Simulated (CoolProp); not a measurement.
Sulfur dioxide along the isotherm 525 K: fugacity coefficient from the reference equation and from simpler models built on Tc = 430.6 K, pc = 78.87 bar, ω = 0.256; each cubic takes its own stable root.

Computed with CoolProp (reference Helmholtz-energy equation of state, Gao 2016).

```csv
p (bar),phase,reference,Redlich-Kwong,Soave-Redlich-Kwong,Peng-Robinson
0.374,gas,0.9992,0.9991,0.9992,0.9991
0.709,gas,0.9985,0.9983,0.9985,0.9982
1.34,gas,0.9971,0.9968,0.9972,0.9966
2.55,gas,0.9945,0.9939,0.9946,0.9936
4.83,gas,0.9896,0.9884,0.9898,0.9880
9.16,gas,0.9804,0.9782,0.9808,0.9773
17.4,gas,0.9629,___,0.9638,___
32.9,gas,0.9306,0.9230,0.9324,0.9208
62.4,gas,0.8710,0.8574,___,0.8552
118,supercritical,___,0.7431,0.7764,0.7459
```

### Question
Some entries are withheld; supply them.

### Answer

- 17.4, Redlich-Kwong: 0.9588
- 17.4, Peng-Robinson: 0.9573
- 62.4, Soave-Redlich-Kwong: 0.8750
- 118, reference: 0.7663
